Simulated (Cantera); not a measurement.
Cantera run, input and output.

```python
import numpy as np
import cantera as ct

gas = ct.Solution("gri30.yaml")


def delay(T, t_max=10):
    gas.TPX = T, 54000, {'CH4': 1, 'O2': 1.67, 'N2': 6.27, 'H2O': 1}
    reactor = ct.IdealGasReactor(gas, clone=False)
    net = ct.ReactorNet([reactor])
    net.rtol, net.atol = 1e-8, 1e-16
    while net.time < t_max:
        t_old, T_old = net.time, reactor.T
        net.step()
        if reactor.T > T + 400:  # ignition: a rise of 400 K
            return t_old + (T + 400 - T_old) / (reactor.T - T_old) * (net.time - t_old)
    return np.nan


taus = []
for T in [1098, 1198, 1298, 1398, 1498, 1598, 1698, 1798]:
    taus.append(delay(T))
    print(f"T0 = {T:6g} K   tau = {taus[-1]:.4e} s")
```

Output:

```
T0 =   1098 K   tau = 4.9320e-01 s
T0 =   1198 K   tau = 1.0781e-01 s
T0 =   1298 K   tau = 2.6958e-02 s
T0 =   1398 K   tau = 7.5560e-03 s
T0 =   1498 K   tau = 2.4107e-03 s
T0 =   1598 K   tau = 8.9883e-04 s
T0 =   1698 K   tau = 3.9108e-04 s
T0 =   1798 K   tau = 1.9331e-04 s
```

Cantera simulation using GRI-Mech 3.0 (53 species, 325 reactions); the numbers are that mechanism's predictions, not measurements.
